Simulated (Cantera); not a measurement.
What does this Cantera script print?

```python
import numpy as np
import cantera as ct

gas = ct.Solution("gri30.yaml")
gas.TPX = 1175, 320000, {'CH4': 1, 'O2': 3.39, 'N2': 12.7, 'H2O': 0.44}
reactor = ct.IdealGasReactor(gas, energy="on", clone=False)
net = ct.ReactorNet([reactor])
net.rtol, net.atol = 1e-08, 1e-16
show = ['CH4', 'O2', 'H2O', 'OH', 'CH3']
times = np.geomspace(6e-06, 6, 11)

steps = ct.SolutionArray(gas, extra=["t"])
rows = []
print(f"{'t/s':>10s}{'T/K':>9s}{'P/Pa':>11s}" + "".join(f"{s:>11s}" for s in show))
for t in times:
    while net.time < t:
        t_next = net.step()
        steps.append(gas.state, t=t_next)
    rows.append([np.interp(t, steps.t, y) for y in (steps.T, steps.P, *steps(*show).X.T)])
    print(f"{t:10.3e}{rows[-1][0]:9.1f}{rows[-1][1]:11.4g}" + "".join(f"{x:11.3e}" for x in rows[-1][2:]))
rate = np.gradient(steps.T, steps.t)
print("integrator steps:", len(steps.t))
if steps.T.max() > steps.T[0] + 200:
    print(f"time of steepest temperature rise: {steps.t[rate.argmax()]:.4e} s")
gas.TPX = 1175, 320000, {'CH4': 1, 'O2': 3.39, 'N2': 12.7, 'H2O': 0.44}
gas.equilibrate("UV")
print(f"equilibrium (UV): T = {gas.T:.1f} K  " + "  ".join(f"{s} {gas[s].X[0]:.3e}" for s in show))
```

It prints:

```
       t/s      T/K       P/Pa        CH4         O2        H2O         OH        CH3
 6.000e-06   1175.0    3.2e+05  5.705e-02  1.934e-01  2.510e-02  7.618e-12  6.134e-09
 2.389e-05   1175.0    3.2e+05  5.705e-02  1.934e-01  2.510e-02  2.726e-11  2.493e-08
 9.509e-05   1175.0    3.2e+05  5.704e-02  1.934e-01  2.510e-02  1.267e-10  1.088e-07
 3.786e-04   1175.0    3.2e+05  5.704e-02  1.934e-01  2.510e-02  8.231e-10  6.377e-07
 1.507e-03   1175.1    3.2e+05  5.703e-02  1.934e-01  2.511e-02  5.360e-09  3.970e-06
 6.000e-03   1176.5  3.204e+05  5.682e-02  1.932e-01  2.527e-02  1.517e-08  7.359e-06
 2.389e-02   2527.2  6.921e+05  5.512e-18  7.214e-02  1.327e-01  8.574e-03  2.965e-17
 9.509e-02   2524.6  6.913e+05  5.381e-18  7.152e-02  1.327e-01  8.490e-03  2.875e-17
 3.786e-01   2524.6  6.913e+05  5.381e-18  7.152e-02  1.327e-01  8.490e-03  2.875e-17
 1.507e+00   2524.6  6.913e+05  5.381e-18  7.152e-02  1.327e-01  8.490e-03  2.875e-17
 6.000e+00   2524.6  6.913e+05  5.381e-18  7.152e-02  1.327e-01  8.490e-03  2.875e-17
integrator steps: 2233
time of steepest temperature rise: 1.6694e-02 s
equilibrium (UV): T = 2524.6 K  CH4 7.721e-18  O2 7.152e-02  H2O 1.327e-01  OH 8.490e-03  CH3 4.126e-17
```

Model: GRI-Mech 3.0 (53 species, 325 reactions), integrated in Cantera.
